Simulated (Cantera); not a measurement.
A Cantera script and its output.

```python
import numpy as np
import cantera as ct

gas = ct.Solution("h2o2.yaml")
gas.TPX = 300, 81000, {'H2': 1, 'O2': 0.25, 'N2': 0.94}
flame = ct.FreeFlame(gas, width=0.046)
flame.set_refine_criteria(ratio=3, slope=0.08, curve=0.16)
flame.transport_model = "mixture-averaged"
flame.solve(loglevel=0, auto=True)
z, T = flame.grid, flame.T
thick = (T[-1] - T[0]) / np.gradient(T, z).max()
show = ['H2', 'O2', 'H', 'O', 'H2O2', 'H2O']
print(f"laminar burning velocity  {flame.velocity[0] * 100:.3f} cm/s")
print(f"burnt temperature         {T[-1]:.1f} K")
print(f"thermal thickness         {thick * 1e3:.4f} mm")
print(f"grid points               {len(z)}")
z0 = z[flame.heat_release_rate.argmax()]
print(f"{'z/mm':>9s}{'T/K':>9s}{'u/(m/s)':>9s}" + "".join(f"{s:>11s}" for s in show))
rows = []
for k in (-3, -2, -1.5, -1, -0.5, -0.25, 0, 0.25, 0.5, 1, 2, 4, 8):
    zz = z0 + k * thick
    rows.append([k * thick, np.interp(zz, z, T), np.interp(zz, z, flame.velocity),
                 *(np.interp(zz, z, flame.X[gas.species_index(s)]) for s in show)])
    print(f"{rows[-1][0] * 1e3:9.3f}{rows[-1][1]:9.1f}{rows[-1][2]:9.3f}" + "".join(f"{x:11.3e}" for x in rows[-1][3:]))
```

It prints:

```
laminar burning velocity  299.535 cm/s
burnt temperature         2044.0 K
thermal thickness         0.4275 mm
grid points               126
     z/mm      T/K  u/(m/s)         H2         O2          H          O       H2O2        H2O
   -1.282    300.0    2.995  4.566e-01  1.142e-01  5.893e-18  8.743e-14  2.130e-14  1.518e-12
   -0.855    300.0    2.995  4.566e-01  1.142e-01  1.579e-15  6.518e-12  3.272e-12  1.986e-10
   -0.641    300.0    2.995  4.566e-01  1.142e-01  7.104e-14  8.970e-11  6.922e-11  3.824e-09
   -0.427    300.1    2.996  4.565e-01  1.142e-01  2.130e-11  2.713e-09  4.204e-09  1.980e-07
   -0.214    316.3    3.139  4.528e-01  1.149e-01  1.026e-06  8.179e-07  5.832e-06  1.938e-04
   -0.107    561.6    5.414  4.244e-01  1.111e-01  2.462e-03  1.002e-04  1.067e-04  1.571e-02
    0.000    977.4    9.141  3.567e-01  8.883e-02  2.346e-02  1.119e-03  1.642e-05  7.174e-02
    0.107   1284.8   11.883  2.740e-01  4.417e-02  5.537e-02  2.933e-03  1.240e-06  1.593e-01
    0.214   1446.9   13.339  2.277e-01  1.342e-02  7.176e-02  2.146e-03  6.683e-07  2.178e-01
    0.427   1576.7   14.452  2.149e-01  1.158e-03  6.956e-02  8.890e-04  3.753e-07  2.430e-01
    0.855   1688.2   15.358  2.227e-01  3.163e-04  5.572e-02  6.214e-04  2.409e-07  2.466e-01
    1.710   1795.0   16.204  2.316e-01  1.894e-04  4.102e-02  3.953e-04  1.315e-07  2.492e-01
    3.420   1886.2   16.908  2.394e-01  9.688e-05  2.805e-02  2.080e-04  6.441e-08  2.518e-01
```

Cantera simulation using the H2/O2 subset of GRI-Mech 3.0, which has no nitrogen chemistry; the numbers are that mechanism's predictions, not measurements. Burning velocities carry a grid error of a few per cent, more on coarse grids.
